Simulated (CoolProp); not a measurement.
A Linde-Hampson liquefier for nitrogen: isothermal reversible compression at 200 K from 1 atm to 15 MPa, throttling to 1 atm, return gas leaving the recuperator 2 K below the feed. Each further row changes one setting.

Model: reference Helmholtz-energy equation of state, Span 2000, in CoolProp.

| case | liquid yield per pass | compression work (kJ/kg of gas) |
|---|---|---|
| as stated | 0.197 | 282 |
| as stated | 0.197 | 282 |
| high pressure 30 MPa | 0.253 | 320 |
| warm-end temperature 230 K | 0.130 | 332 |
| warm-end gap 7 K | 0.184 | 282 |
| high pressure 30 MPa | 0.253 | 320 |
| warm-end temperature 230 K | 0.130 | 332 |
| warm-end gap 7 K | 0.184 | 282 |
